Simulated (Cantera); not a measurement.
## Adiabatic ignition

An adiabatic, constant-volume homogeneous reactor starts with 9.48 % CH4, 19.0 % O2, 71.3 % N2, 0.247 % H2, at 1600 K and 1.01 bar.

Cantera simulation using GRI-Mech 3.0 (53 species, 325 reactions); the numbers are that mechanism's predictions, not measurements.

| t (s) | T (K) | P (bar) | x CH4 | x O2 | x H2O | x HCN | x C2H | x NO2 |
|---|---|---|---|---|---|---|---|---|
| 4.00e-6 | 1600 | 1.01 | 0.0948 | 0.190 | 5.41e-7 | <1e-12 | <1e-12 | <1e-12 |
| 1.05e-5 | 1600 | 1.01 | 0.0948 | 0.190 | 2.14e-6 | <1e-12 | <1e-12 | <1e-12 |
| 2.76e-5 | 1600 | 1.01 | 0.0948 | 0.190 | 1.06e-5 | <1e-12 | <1e-12 | <1e-12 |
| 7.26e-5 | 1600 | 1.01 | 0.0947 | 0.190 | 7.47e-5 | <1e-12 | <1e-12 | <1e-12 |
| 0.000191 | 1603 | 1.02 | 0.0934 | 0.189 | 0.000874 | <1e-12 | <1e-12 | <1e-12 |
| 0.000502 | 2938 | 1.98 | <1e-12 | 0.0250 | 0.137 | 1.60e-9 | <1e-12 | 8.38e-7 |
| 0.00132 | 2930 | 1.97 | <1e-12 | 0.0217 | 0.138 | 4.20e-9 | <1e-12 | 3.40e-6 |
| 0.00346 | 2929 | 1.97 | <1e-12 | 0.0215 | 0.138 | 4.33e-9 | <1e-12 | 3.52e-6 |
| 0.00910 | 2929 | 1.97 | <1e-12 | 0.0215 | 0.138 | 4.33e-9 | <1e-12 | 3.52e-6 |
| 0.0239 | 2929 | 1.97 | <1e-12 | 0.0215 | 0.138 | 4.33e-9 | <1e-12 | 3.52e-6 |
| 0.0629 | 2929 | 1.97 | <1e-12 | 0.0215 | 0.138 | 4.33e-9 | <1e-12 | 3.52e-6 |
| 0.165 | 2929 | 1.97 | <1e-12 | 0.0215 | 0.138 | 4.33e-9 | <1e-12 | 3.52e-6 |
| 0.434 | 2929 | 1.97 | <1e-12 | 0.0215 | 0.138 | 4.33e-9 | <1e-12 | 3.52e-6 |
| 1.14 | 2929 | 1.97 | <1e-12 | 0.0215 | 0.138 | 4.33e-9 | <1e-12 | 3.52e-6 |
| 3.00 | 2929 | 1.97 | <1e-12 | 0.0215 | 0.138 | 4.33e-9 | <1e-12 | 3.52e-6 |
x: mole fraction; the columns are a selection and need not sum to one.

| Property | Value |
|---|---|
| time of steepest temperature rise | 0.402 ms |
| temperature at 3.00 s | 2929 K |
| equilibrium temperature | 2929 K |
| x(CH4) at 3.00 s | <1e-12 (gas-phase equilibrium <1e-12) |
| x(O2) at 3.00 s | 0.0215 (gas-phase equilibrium 0.0215) |
| x(H2O) at 3.00 s | 0.138 (gas-phase equilibrium 0.138) |
